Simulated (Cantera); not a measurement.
# Adiabatic ignition

An adiabatic, constant-volume homogeneous reactor starts with 4.76 % CH4, 14.2 % O2, 81.0 % N2, at 1173 K and 5.00 bar.

Cantera simulation using GRI-Mech 3.0 (53 species, 325 reactions); the numbers are that mechanism's predictions, not measurements.

```tsv
t (s)	T (K)	P (bar)	x CH4	x O2	x HO2	x CH2CO	x O
2.00e-6	1173	5.00	0.0476	0.142	1.85e-9	<1e-12	1.11e-12
6.46e-6	1173	5.00	0.0476	0.142	5.96e-9	<1e-12	2.32e-12
2.09e-5	1173	5.00	0.0476	0.142	1.91e-8	<1e-12	6.35e-12
6.74e-5	1173	5.00	0.0476	0.142	6.02e-8	<1e-12	2.09e-11
0.000218	1173	5.00	0.0476	0.142	1.79e-7	<1e-12	8.86e-11
0.000704	1173	5.00	0.0476	0.142	4.14e-7	<1e-12	5.32e-10
0.00227	1173	5.00	0.0476	0.142	6.99e-7	6.15e-11	1.34e-9
0.00734	1175	5.01	0.0473	0.142	2.22e-6	6.79e-9	3.92e-9
0.0237	2402	10.3	<1e-12	0.0443	5.89e-6	<1e-12	0.000580
0.0767	2393	10.2	<1e-12	0.0425	5.56e-6	<1e-12	0.000542
0.248	2393	10.2	<1e-12	0.0425	5.56e-6	<1e-12	0.000542
0.800	2393	10.2	<1e-12	0.0425	5.56e-6	<1e-12	0.000542
```
x: mole fraction; the columns are a selection and need not sum to one.

```yaml
time_of_steepest_temperature_rise: 16.5 ms
temperature at 0.800 s: 2393 K
equilibrium_temperature: 2393 K
x(CH4) at 0.800 s: <1e-12 (gas-phase equilibrium <1e-12)
x(O2) at 0.800 s: 0.0425 (gas-phase equilibrium 0.0425)
x(HO2) at 0.800 s: 5.56e-6 (gas-phase equilibrium 5.56e-6)
```
